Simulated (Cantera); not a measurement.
Source: NASA polynomial tables (part measured, part estimated), evaluated in Cantera. Values are per mole of reaction as written; species without (g) are pure solids or liquids, kept so even where they would boil at 1 bar.

O(g) + Pb ⇌ PbO(g)

```
T (K)  ΔH° (kJ)  ΔS° (J/K)  ΔG° (kJ)  log10 K
-----  --------  ---------  --------  -------
1198     -196.6      -14.2    -179.5     7.83
1248     -197.2      -14.7    -178.8     7.48
1298     -197.8      -15.2    -178.1     7.17
1348     -198.4      -15.7    -177.3     6.87
1398          ?          ?         ?        ?
1448     -199.6      -16.5    -175.7     6.34
1498     -200.2      -16.9    -174.9     6.10
1548     -200.8      -17.3    -174.0     5.87
1598          ?          ?         ?        ?
1648     -202.0      -18.0    -172.2     5.46
1698     -202.5      -18.4    -171.3     5.27
```

**Question.** Fill in the missing entries.

**Answer.** 
- 1398, ΔH° (kJ): -199.0
- 1398, ΔS° (J/K): -16.1
- 1398, ΔG° (kJ): -176.5
- 1398, log10 K: 6.59
- 1598, ΔH° (kJ): -201.4
- 1598, ΔS° (J/K): -17.7
- 1598, ΔG° (kJ): -173.1
- 1598, log10 K: 5.66
